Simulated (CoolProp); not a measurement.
Values from CoolProp's reference Helmholtz-energy equation of state, Marx 1992.

Question: For R113, give the phase and the cv (kJ/(kg K)), speed of sound (m/s), Joule-Thomson coefficient (K/MPa), isothermal compressibility (1/MPa) at 226.85 °C and 4.52 bar; 226.85 °C and 5.65 bar; 226.85 °C and 12.4 bar.

Answer: 
- 226.85 °C and 4.52 bar: gas; cv 0.765, speed of sound 148, Joule-Thomson coefficient 8.82, isothermal compressibility 2.31
- 226.85 °C and 5.65 bar: gas; cv 0.766, speed of sound 146, Joule-Thomson coefficient 8.96, isothermal compressibility 1.87
- 226.85 °C and 12.4 bar: gas; cv 0.774, speed of sound 136, Joule-Thomson coefficient 9.94, isothermal compressibility 0.931
